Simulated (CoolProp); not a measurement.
Vapour-liquid equilibrium of methanol (1) + dimethyl carbonate (2) at 406.1 K; x and y are mole fractions of (1).

The numbers come from the multi-fluid Helmholtz-energy mixture model, de Reuck 1993 and Zhou 2011; pair parameters Bell 2016 in CoolProp.

```tsv
x	bubble pressure (MPa)	y at the bubble point	dew pressure at overall composition x (MPa)	liquid density (mol/L)
0.05	0.4064	0.195	0.3512	10.35
0.15	0.5220	0.411	0.3876	10.90
0.25	0.6129	0.534	0.4314	11.52
0.35	0.6852	0.616	0.4842	12.22
0.45	0.7431	0.678	0.5485	13.03
0.55	0.7904	0.730	0.6265	13.97
0.65	0.8296	0.778	0.7170	15.08
0.75	0.8623	0.828	0.8076	16.39
0.85	0.8885	0.884	0.8740	17.95
0.95	0.9060	0.955	0.9052	19.84
```

No azeotrope shows between x = 0.05 and 0.95.

The pair parameters rest on a limited set of measurements; away from them the model extrapolates.
